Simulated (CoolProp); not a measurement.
Vapour-liquid equilibrium of CH2F2 (R32) (1) + isobutane (2) at 747 kPa; x and y are mole fractions of (1).

Computed with CoolProp (multi-fluid Helmholtz-energy mixture model, Tillner-Roth 1997 and Bücker 2006; pair parameters Bell 2016).

```json
[
 {"x": "0.05", "bubble temperature (K)": "307.0", "y at the bubble point": "0.379", "dew temperature at overall composition x (K)": "324.4", "liquid density (mol/L)": "9.459"},
 {"x": "0.2", "bubble temperature (K)": "278.3", "y at the bubble point": "0.751", "dew temperature at overall composition x (K)": "316.9", "liquid density (mol/L)": "10.82"},
 {"x": "0.35", "bubble temperature (K)": "271.2", "y at the bubble point": "0.816", "dew temperature at overall composition x (K)": "308.7", "liquid density (mol/L)": "11.88"},
 {"x": "0.5", "bubble temperature (K)": "269.7", "y at the bubble point": "0.830", "dew temperature at overall composition x (K)": "299.3", "liquid density (mol/L)": "13.03"},
 {"x": "0.65", "bubble temperature (K)": "269.4", "y at the bubble point": "0.834", "dew temperature at overall composition x (K)": "287.9", "liquid density (mol/L)": "14.49"},
 {"x": "0.8", "bubble temperature (K)": "269.1", "y at the bubble point": "0.848", "dew temperature at overall composition x (K)": "273.0", "liquid density (mol/L)": "16.51"},
 {"x": "0.95", "bubble temperature (K)": "269.4", "y at the bubble point": "0.926", "dew temperature at overall composition x (K)": "269.7", "liquid density (mol/L)": "19.33"}
]
```

y crosses x between x = 0.8 and 0.95: the model has an azeotrope there.

The pair parameters rest on a limited set of measurements; away from them the model extrapolates. With so large a gap from Raoult's law the liquid may split in two, which this calculation doesn't test in full.
